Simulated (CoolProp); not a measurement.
Vapour-liquid equilibrium of methanol (1) + water (2) at 345.9 K; x and y are mole fractions of (1).

The numbers come from the multi-fluid Helmholtz-energy mixture model, de Reuck 1993 and Wagner 2002; pair parameters Bell 2016 in CoolProp.

Problem. Give the bubble pressure and the first vapour's composition at x = 0.05, 0.5, 0.8. Is there an azeotrope?

Solution. x = 0.05: 44.03 kPa, y = 0.232; x = 0.5: 97.18 kPa, y = 0.788; x = 0.8: 122.3 kPa, y = 0.918. No azeotrope shows between x = 0.05 and 0.95.

The pair parameters rest on a limited set of measurements; away from them the model extrapolates.
